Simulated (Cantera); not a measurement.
Charge: 1 mol SiC, 1.2 mol O₂, 170 mol N₂, held at 700 °C and 0.210 Pa.

These are equilibrium values from Cantera (NASA tables, ideal gas, pure condensed phases), not measurements of a reactor. Candidate condensed phases: C, Si, SiC, SiO₂, Si₂N₂O, Si₃N₄; 34 gas species. N₂ is the only nitrogen source here; it is nearly inert below about 1500 K, so the nitride shown seldom forms there in practice. Rates play no part.

Base state: N₂ 0.994, CO 0.00585 (mole fractions); condensed: SiO₂(β-quartz) + Si₂N₂O(s).

What changes in the equilibrium state with this change: O₂ from 1.2 to 0.21 mol?


| species | before | after |
|---|---|---|
| N₂ | 0.994 | 1.00 |
| CO | 0.00585 | 3.30e-7 |
| SiO₂(β-quartz), mol | 0.600 | 0 |
| Si₂N₂O(s), mol | 0.200 | 0.420 |
| C(graphite), mol | 0 | 1.000 |
| Si₃N₄(s), mol | 0 | 0.0534 |
